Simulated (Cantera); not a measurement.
An isothermal, constant-pressure homogeneous reactor starts with 58.1 % NH3, 41.9 % H2, at 1650 K and 20.0 Torr.

Model: the gas-phase N/H chemistry of the illustrative SiF4/NH3 mechanism in the Surface Chemkin manual (1991), integrated in Cantera. Walls and surfaces, which speed up NH3 decomposition in real reactors, are not modelled.

x: mole fraction; the columns are a selection and need not sum to one.

```csv
t (s),x NH3,x H2,x N,x NH,x H,x N2H4
6.00e-5,0.581,0.419,<1e-12,<1e-12,[?],<1e-12
0.000175,0.581,0.419,<1e-12,6.00e-12,[?],<1e-12
0.000513,0.581,0.419,<1e-12,6.44e-11,[?],<1e-12
0.00150,0.581,0.419,<1e-12,5.97e-10,[?],5.00e-12
0.00438,0.581,0.419,1.49e-11,5.22e-9,[?],4.50e-11
0.0128,0.581,0.419,3.71e-10,4.45e-8,[?],3.89e-10
0.0375,0.581,0.419,7.93e-9,3.47e-7,[?],3.09e-9
0.110,0.580,0.419,4.36e-8,1.10e-6,4.66e-5,1.00e-8
0.320,0.577,0.421,4.70e-8,1.16e-6,4.82e-5,1.05e-8
0.936,0.569,0.427,4.72e-8,1.15e-6,4.91e-5,1.03e-8
2.74,0.544,0.444,4.77e-8,1.14e-6,5.18e-5,9.68e-9
8.00,0.480,0.488,4.87e-8,1.10e-6,[?],8.20e-9
23.4,0.346,0.579,5.01e-8,9.95e-7,[?],5.26e-9
68.4,0.163,0.704,4.88e-8,7.51e-7,[?],1.84e-9
200,0.0375,0.790,4.05e-8,4.03e-7,[?],2.24e-10
```

Some entries are withheld; supply them.


- 6.00e-5, x H: 4.73e-8
- 0.000175, x H: 1.30e-7
- 0.000513, x H: 3.72e-7
- 0.00150, x H: 1.08e-6
- 0.00438, x H: 3.15e-6
- 0.0128, x H: 9.17e-6
- 0.0375, x H: 2.58e-5
- 8.00, x H: 5.93e-5
- 23.4, x H: 7.83e-5
- 68.4, x H: 0.000120
- 200, x H: 0.000204
